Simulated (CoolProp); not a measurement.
Saturation properties of R1234ze(Z).

The numbers come from the reference Helmholtz-energy equation of state, Akasaka 2019 in CoolProp.

| T (°C) | p (bar) | liquid density (kg/m³) | vapour density (kg/m³) | enthalpy of vaporisation (kJ/kg) | liquid cp (kJ/(kg K)) |
|---|---|---|---|---|---|
| 53.75 | 4.351 | 1143 | 21.04 | 186.9 | 1.367 |
| 59.05 | 5.038 | 1127 | 24.36 | 182.8 | 1.387 |
| 64.45 | 5.820 | 1110 | 28.17 | 178.6 | 1.409 |
| 69.75 | 6.674 | 1093 | 32.40 | 174.2 | 1.431 |
| 75.15 | 7.639 | 1074 | 37.26 | 169.5 | 1.456 |
| 80.45 | 8.684 | 1056 | 42.64 | 164.7 | 1.483 |
| 85.85 | 9.857 | 1036 | 48.83 | 159.5 | 1.513 |
| 91.15 | 11.12 | 1016 | 55.71 | 154.1 | 1.546 |
| 96.55 | 12.53 | 994.8 | 63.66 | 148.3 | 1.584 |
| 101.85 | 14.04 | 972.6 | 72.53 | 142.3 | 1.627 |
| 107.15 | 15.68 | 949.0 | 82.68 | 135.8 | 1.679 |
| 112.55 | 17.51 | 923.4 | 94.59 | 128.7 | 1.744 |
| 117.85 | 19.45 | 896.1 | 108.2 | 121.1 | 1.824 |

It boils at 9.7 °C under 1 atm.
